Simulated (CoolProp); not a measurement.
C3F8 (R218) along the isotherm 175.5 K: fugacity coefficient from the reference equation and from simpler models built on Tc = 345.0 K, pc = 2.640 MPa, ω = 0.317; each cubic takes its own stable root.

The numbers come from the reference Helmholtz-energy equation of state, Lemmon 2006 in CoolProp. It is a short technical equation, of lower accuracy than the large ones.

```
p (MPa)   phase  reference
-------  ------  ---------
0.248    liquid   0.008067
0.495    liquid   0.004112
0.743    liquid   0.002788
0.99     liquid   0.002129
1.24     liquid   0.001730
1.49     liquid   0.001465
1.73     liquid   0.001283
1.98     liquid   0.001141
2.23     liquid   0.001031
2.48     liquid  0.0009435
2.72     liquid  0.0008749
2.97     liquid  0.0008154
3.22     liquid  0.0007654
3.47     liquid  0.0007228
3.71     liquid  0.0006875
3.96     liquid  0.0006554
```

How far does each simpler model (van der Waals, Redlich-Kwong, Soave-Redlich-Kwong) lie from the reference over these 16 states: mean and median of the absolute difference, and the worst?


- van der Waals: mean 4252.4 %, median 4249.2 %, worst +4604.0 % at 175.5 K and 3.96 MPa
- Redlich-Kwong: mean 286.3 %, median 286.3 %, worst +290.9 % at 175.5 K and 3.96 MPa
- Soave-Redlich-Kwong: mean 0.4 %, median 0.4 %, worst -0.9 % at 175.5 K and 0.248 MPa
